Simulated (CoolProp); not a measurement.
Computed with CoolProp (reference Helmholtz-energy equation of state, Lemmon 2016).

**Question.** For R115, give the phase and the cv (kJ/(kg K)), Joule-Thomson coefficient (K/MPa), isothermal compressibility (1/MPa), expansivity (1/kK) at 117.15 °C and 3220 kPa.

**Answer.** 
- 117.15 °C and 3220 kPa: supercritical; cv 0.812, Joule-Thomson coefficient 9.45, isothermal compressibility 0.475, expansivity 8.18
